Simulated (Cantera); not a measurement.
Adiabatic ignition

An adiabatic, constant-volume homogeneous reactor starts with H2 : O2 : N2 : H2O : NO = 1 : 0.649 : 2.44 : 0.27 : 0.082 (molar parts), at 1148 K and 19.0 bar.

Computed with Cantera and GRI-Mech 3.0 (53 species, 325 reactions). The hydrogen kinetics of GRI-Mech 3.0 are dated; newer H2 mechanisms differ, most at raised pressure. The pressure lies above the range GRI-Mech 3.0 was tuned for (to about 10 atm). The mechanism lacks 2 NO + O2 → 2 NO2 and HONO, so NO2 and the effect of NO are under-described below about 1400 K.

```csv
t (s),T (K),P (bar),x H2,x O2,x H2O,x NO2,x N2O,x OH,x H
2.00e-6,1148,19.0,0.225,0.146,0.0608,9.62e-7,4.36e-8,1.77e-8,3.38e-8
5.35e-6,1149,19.0,0.225,0.146,0.0609,4.03e-5,1.89e-6,5.28e-7,9.83e-7
1.43e-5,2885,42.8,0.00733,0.0370,0.302,3.13e-5,5.22e-6,0.0181,0.00146
3.82e-5,2887,42.8,0.00725,0.0373,0.302,3.00e-5,5.21e-6,0.0182,0.00144
0.000102,2889,42.9,0.00725,0.0378,0.302,2.84e-5,5.14e-6,0.0183,0.00145
0.000273,2890,42.9,0.00725,0.0380,0.302,2.74e-5,5.11e-6,0.0184,0.00146
0.000731,2890,42.9,0.00725,0.0380,0.302,2.74e-5,5.10e-6,0.0184,0.00146
0.00196,2890,42.9,0.00725,0.0380,0.302,2.74e-5,5.10e-6,0.0184,0.00146
0.00523,2890,42.9,0.00725,0.0380,0.302,2.74e-5,5.10e-6,0.0184,0.00146
0.0140,2890,42.9,0.00725,0.0380,0.302,2.74e-5,5.10e-6,0.0184,0.00146
0.0374,2890,42.9,0.00725,0.0380,0.302,2.74e-5,5.10e-6,0.0184,0.00146
0.100,2890,42.9,0.00725,0.0380,0.302,2.74e-5,5.10e-6,0.0184,0.00146
```
x: mole fraction; the columns are a selection and need not sum to one.

```
Item                                                                Result
---------------------------------  ---------------------------------------
time of steepest temperature rise                                  13.4 µs
temperature at 0.100 s                                              2890 K
equilibrium temperature                                             2890 K
x(H2) at 0.100 s                   0.00725 (gas-phase equilibrium 0.00725)
x(O2) at 0.100 s                     0.0380 (gas-phase equilibrium 0.0380)
x(H2O) at 0.100 s                      0.302 (gas-phase equilibrium 0.302)
```
